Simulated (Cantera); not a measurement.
Charge: 1 mol SiH2Cl2, 2.6 mol HCl, 27 mol N2, at 1275 °C and 1900 Pa.

Method: chemical equilibrium by Gibbs-energy minimisation in Cantera with the NASA 1993 tables (ideal gas, pure condensed phases). Candidate condensed phases: NH4Cl, Si, Si3N4; 28 gas species. The tables' values for SiCl3 are old estimates; treat these amounts as uncertain. The numbers say what is thermodynamically allowed, not how fast it happens.

Base state: N2 0.856, HCl 0.0816, H2 0.0322, SiCl2 0.0258, SiCl3 0.00298, SiCl4 0.000965, Cl 8.10e-5, SiHCl3 4.66e-5 (mole fractions); condensed: Si3N4(s).

Question: What changes in the equilibrium state with this change: pressure from 1900 Pa to 100000 Pa?

Answer: 
```tsv
species	before	after
N2	0.856	0.863
HCl	0.0816	0.0947
H2	0.0322	0.0269
SiCl2	0.0258	0.00296
SiCl4	0.000965	0.00943
H	4.01e-5	5.05e-6
SiHCl3	4.66e-5	0.000327
Si3N4(s), mol	0.0210	0.170
```
